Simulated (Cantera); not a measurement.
A closed system holds: 1 mol Si2H6, 0.56 mol H2O, 7 mol H2, at 800 Pa.

Equilibrium computed with Cantera from the NASA thermochemical tables; the gas is ideal and each condensed phase is pure. Candidate condensed phases: H2O, Si, SiO2; 18 gas species. The feed counts by its element totals alone. Gases not in the tables: Si2H6 and higher silanes. The numbers say what is thermodynamically allowed, not how fast it happens.

Q: At 1450 °C, list the 5 most abundant gas species with their mole fractions, and the condensed phases.

A: H2 0.948, SiO 0.0503, H 0.00198, Si 0.000123, SiH2 1.61e-5. Condensed: Si(l).
